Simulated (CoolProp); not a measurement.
Vapour-liquid equilibrium of R125 (1) + R236EA (2) at 0.739 MPa; x and y are mole fractions of (1).

The numbers come from the multi-fluid Helmholtz-energy mixture model, Lemmon 2005 and Rui 2013; pair parameters Bell 2016 in CoolProp.

```json
[
 {"x": "0.05", "bubble temperature, mixture model (K)": "334.8", "bubble temperature, Raoult's law (K)": "333.6", "y, mixture model": "0.165", "y, Raoult's law": "0.216"},
 {"x": "0.15", "bubble temperature, mixture model (K)": "323.8", "bubble temperature, Raoult's law (K)": "321.7", "y, mixture model": "0.418", "y, Raoult's law": "0.498"},
 {"x": "0.25", "bubble temperature, mixture model (K)": "314.6", "bubble temperature, Raoult's law (K)": "312.3", "y, mixture model": "0.592", "y, Raoult's law": "0.666"},
 {"x": "0.35", "bubble temperature, mixture model (K)": "306.8", "bubble temperature, Raoult's law (K)": "304.7", "y, mixture model": "0.712", "y, Raoult's law": "0.773"},
 {"x": "0.45", "bubble temperature, mixture model (K)": "300.2", "bubble temperature, Raoult's law (K)": "298.4", "y, mixture model": "0.797", "y, Raoult's law": "0.845"},
 {"x": "0.55", "bubble temperature, mixture model (K)": "294.6", "bubble temperature, Raoult's law (K)": "293.1", "y, mixture model": "0.858", "y, Raoult's law": "0.895"},
 {"x": "0.65", "bubble temperature, mixture model (K)": "289.7", "bubble temperature, Raoult's law (K)": "288.5", "y, mixture model": "0.904", "y, Raoult's law": "0.931"},
 {"x": "0.75", "bubble temperature, mixture model (K)": "285.4", "bubble temperature, Raoult's law (K)": "284.5", "y, mixture model": "0.939", "y, Raoult's law": "0.958"},
 {"x": "0.85", "bubble temperature, mixture model (K)": "281.5", "bubble temperature, Raoult's law (K)": "280.9", "y, mixture model": "0.967", "y, Raoult's law": "0.978"},
 {"x": "0.95", "bubble temperature, mixture model (K)": "277.9", "bubble temperature, Raoult's law (K)": "277.7", "y, mixture model": "0.990", "y, Raoult's law": "0.994"}
]
```

The largest gap from Raoult's law is +2.3 K in bubble temperature, at x = 0.25. No azeotrope shows between x = 0.05 and 0.95.

The pair parameters rest on a limited set of measurements; away from them the model extrapolates.
